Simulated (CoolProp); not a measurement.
Values from CoolProp's reference Helmholtz-energy equation of state, Wu 2011.

Question: For dimethyl ether, give the phase and the density (kg/m³), cp (kJ/(kg K)), expansivity (1/kK), viscosity (µPa s) at -40.95 °C and 77.1 bar; -16.05 °C and 77.1 bar.

Answer: 
- -40.95 °C and 77.1 bar: liquid; density 764, cp 2.18, expansivity 1.65, viscosity 271
- -16.05 °C and 77.1 bar: liquid; density 732, cp 2.23, expansivity 1.80, viscosity 200

Viscosity comes from a separate model (Meng 2012).
